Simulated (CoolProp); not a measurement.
Properties of hydrogen chloride along the isotherm 257.4 K (Tc = 324.7 K, pc = 8.314 MPa, ω = 0.130).

The numbers come from the reference Helmholtz-energy equation of state, Thol 2018 in CoolProp.

```csv
p (MPa),phase,density (kg/m³),expansivity (1/kK)
0.462,gas,8.246,4.536
0.924,gas,17.40,5.423
1.39,gas,27.89,6.730
1.85,liquid,987.0,3.693
2.31,liquid,988.7,3.648
2.77,liquid,990.4,3.606
3.23,liquid,992.0,3.565
3.69,liquid,993.6,3.525
4.16,liquid,995.3,3.486
```
